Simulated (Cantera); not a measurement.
A closed system holds: 1 mol HgO, a varied amount of H2, at 850 K and 30.0 mbar.

Equilibrium computed with Cantera from the NASA thermochemical tables; the gas is ideal and each condensed phase is pure. Candidate condensed phases: H2O, Hg, HgO; 10 gas species. Rates play no part.

x: gas mole fraction; nothing condenses.

```json
[
 {"n(H2) (mol)": "1.5", "x H2": "0.200", "x H2O": "0.400", "x Hg": "0.400"},
 {"n(H2) (mol)": "1.8", "x H2": "0.286", "x H2O": "0.357", "x Hg": "0.357"},
 {"n(H2) (mol)": "2.1", "x H2": "…", "x H2O": "…", "x Hg": "…"},
 {"n(H2) (mol)": "2.6", "x H2": "0.444", "x H2O": "0.278", "x Hg": "0.278"},
 {"n(H2) (mol)": "3.1", "x H2": "0.512", "x H2O": "0.244", "x Hg": "0.244"},
 {"n(H2) (mol)": "3.7", "x H2": "0.574", "x H2O": "0.213", "x Hg": "0.213"},
 {"n(H2) (mol)": "4.5", "x H2": "…", "x H2O": "…", "x Hg": "…"},
 {"n(H2) (mol)": "5.4", "x H2": "0.688", "x H2O": "0.156", "x Hg": "0.156"},
 {"n(H2) (mol)": "6.5", "x H2": "0.733", "x H2O": "0.133", "x Hg": "0.133"},
 {"n(H2) (mol)": "7.9", "x H2": "0.775", "x H2O": "0.112", "x Hg": "0.112"},
 {"n(H2) (mol)": "9.5", "x H2": "0.810", "x H2O": "0.0952", "x Hg": "0.0952"},
 {"n(H2) (mol)": "11", "x H2": "0.833", "x H2O": "0.0833", "x Hg": "0.0833"},
 {"n(H2) (mol)": "14", "x H2": "0.867", "x H2O": "0.0667", "x Hg": "0.0667"}
]
```

Task: Complete the blanks.

Result: 
- 4.5, x H2: 0.636
- 4.5, x H2O: 0.182
- 4.5, x Hg: 0.182
- 2.1, x H2: 0.355
- 2.1, x H2O: 0.323
- 2.1, x Hg: 0.323
